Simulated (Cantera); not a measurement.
## Equilibrium for carbothermic reduction: Fe2O3 + CO + H2

Charge: 1 mol Fe2O3, a varied amount of CO, 2.9 mol H2, held at 0.100 bar.

Cantera equilibrium calculation (NASA polynomials, part measured and part estimated; ideal gas, pure solids and liquids). Candidate condensed phases: C, C6H6, C7H8, C8H18, Fe, Fe(CO)5, FeO, Fe(OH)2, Fe(OH)3, Fe2O3, Fe3O4, H2O; 114 gas species. Each liquid is taken as pure. Mutual solubility and eutectic melting of coexisting phases are not modelled. The tables' stoichiometric FeO is somewhat more stable than real wüstite, so its field is too wide. FeO: taken at fixed stoichiometry. Rates play no part.

Map the stable condensed phases over T = 1200, 1275, 1350, 1425, 1500, 1575, 1650, 1725, 1800, 1875, 1950, 2025, 2100 K and n(CO) in mol = 1.5, 1.9, 2.5, 3.3, 4.3, 5.7, 7.5.


```
T in K \ n(CO) in mol
         1.5 1.9 2.5 3.3 4.3 5.7 7.5
   2100    A   A   A   A   A   A   A
   2025    A   A   A   A   A   A   A
   1950    A   A   A   A   A   A   A
   1875    A   A   A   A   A   A   A
   1800    A   A   A   A   A   A   A
   1725    A   A   A   A   A   A   A
   1650    A   A   A   A   A   A   A
   1575    A   A   A   A   A   A   A
   1500    A   A   A   A   A   A   A
   1425    A   A   A   A   A   A   A
   1350    B   A   A   A   A   A   A
   1275    B   B   A   A   A   A   A
   1200    B   B   A   A   A   A   A
```
A: Fe + FeO; B: FeO.
